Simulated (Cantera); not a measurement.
Charge: 1 mol FeS₂, 0.31 mol O₂, held at 723.15 K and 180 Torr.

These are equilibrium values from Cantera (NASA tables, ideal gas, pure condensed phases), not measurements of a reactor. Candidate condensed phases: Fe, FeO, FeS, FeSO₄, FeS₂, Fe₂O₃, Fe₂(SO₄)₃, Fe₃O₄, S; 12 gas species. Gases not in the tables: S₃ to S₇. Kinetics and transport are ignored.

What is the equilibrium state?


```json
{
 "x(SO₂)": "0.999",
 "x(S₂)": "0.000391",
 "x(S₂O)": "0.000136",
 "n(FeS₂(s))": "0.884 mol",
 "n(Fe₃O₄(s))": "0.0388 mol",
 "gas_amount": "0.2325 mol",
 "log10 activity of S(l) (absent)": "-1.31",
 "log10 activity of FeSO₄(s) (absent)": "-1.58",
 "log10 activity of Fe(α) (absent)": "-7.15"
}
```
